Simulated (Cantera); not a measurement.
Cantera run, input and output.

```python
import numpy as np
import cantera as ct

surf = ct.Interface("diamond.yaml", "diamond_100")
gas, bulk = surf.adjacent["gas"], surf.adjacent["diamond"]
k = surf.kinetics_species_index(bulk.species_names[0])
cover = ["c6HH", "c6H*", "c6*H", "c6**", "c6HM", "c6B"]

rows, drift = [], 0.0
print(f"{'xCH3':>10s}{'um/h':>11s}" + "".join(f"{s:>11s}" for s in cover))
for v in [1e-06, 2.5e-06, 6.2e-06, 1.5e-05, 3.8e-05, 9.6e-05, 0.00024, 0.00059, 0.0015]:
    T, P, xH, xCH3 = 1375, 10000, 0.013, v
    gas.TPX = T, P, {"H": xH, "CH3": xCH3, "CH4": 0.015, "H2": 1 - xH - xCH3 - 0.015}
    surf.TP = bulk.TP = T, P
    surf.coverages = "c6H*:0.1, c6HH:0.9"
    surf.advance_coverages(100.0)
    before = surf.coverages
    surf.advance_coverages(100.0)
    drift = max(drift, np.max(np.abs(surf.coverages - before) / (surf.coverages + 1e-9)))
    rate = surf.net_production_rates[k] * bulk.mean_molecular_weight / bulk.density * 3.6e9
    rows.append([rate, *surf[cover].coverages])
    print(f"{v:10.4g}{rate:11.4e}" + "".join(f"{x:11.3e}" for x in rows[-1][1:]))
```

Output:

```
      xCH3       um/h       c6HH       c6H*       c6*H       c6**       c6HM        c6B
     1e-06 3.5116e-02  3.416e-01  5.736e-02  5.419e-01  5.911e-02  1.139e-06  9.529e-11
   2.5e-06 8.7788e-02  3.416e-01  5.736e-02  5.419e-01  5.910e-02  2.847e-06  2.382e-10
   6.2e-06 2.1770e-01  3.416e-01  5.736e-02  5.419e-01  5.910e-02  7.060e-06  5.907e-10
   1.5e-05 5.2662e-01  3.416e-01  5.736e-02  5.419e-01  5.909e-02  1.708e-05  1.429e-09
   3.8e-05 1.3336e+00  3.416e-01  5.736e-02  5.419e-01  5.906e-02  4.326e-05  3.619e-09
   9.6e-05 3.3659e+00  3.415e-01  5.735e-02  5.418e-01  5.899e-02  1.092e-04  9.133e-09
   0.00024 8.3947e+00  3.414e-01  5.732e-02  5.415e-01  5.882e-02  2.726e-04  2.278e-08
   0.00059 2.0519e+01  3.412e-01  5.726e-02  5.409e-01  5.841e-02  6.678e-04  5.568e-08
    0.0015 5.1405e+01  3.407e-01  5.710e-02  5.394e-01  5.736e-02  1.682e-03  1.395e-07
```

Computed with Cantera and the Harris–Goodwin 1993 mechanism for the reconstructed diamond (100) surface.
